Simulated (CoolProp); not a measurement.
Vapour-liquid equilibrium of dimethyl ether (1) + methanol (2) at 92.55 °C; x and y are mole fractions of (1).

Values from CoolProp's multi-fluid Helmholtz-energy mixture model, Wu 2011 and de Reuck 1993; pair parameters Bell 2016.

Q: Give the bubble pressure and the first vapour's composition at x = 0.425, 0.725, 0.95. Is there an azeotrope?

A: x = 0.425: 1616 kPa, y = 0.853; x = 0.725: 2197 kPa, y = 0.920; x = 0.95: 2714 kPa, y = 0.981. No azeotrope shows between x = 0.05 and 0.95.

Pair parameters are fitted to limited data, so mixtures are less certain than the pure fluids. The gap from Raoult's law changes sign with composition, which may be real or a fault of the pair parameters; it wasn't checked against measurements.
